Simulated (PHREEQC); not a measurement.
Consider water at 20 °C with 0.016 mol H2SO4, 0.0014 mol Cs2SO4 and 0.03 mol ZnCl2 per kg of water. Closed to the air; pH follows from the charge balance.

Equilibrium calculation in PHREEQC: ion-association model, wateq4f.dat.

```csv
quantity,before,after
pH,1.67,1.70
ionic strength (mol/kgw),0.108,0.0342
SO4-2 (mol/kgw),0.00637,0.00842
HSO4- (mol/kgw),0.00571,0.00898
```

Q: Which change was made?
A) H2SO4 from 0.016 to 0.0176 mol/kgw
B) temperature from 20 to 35 °C
C) ZnCl2 left out
D) H2SO4 replaced by Li2SO4 at the same molality

A: C, ZnCl2 left out

No solid was allowed to form.
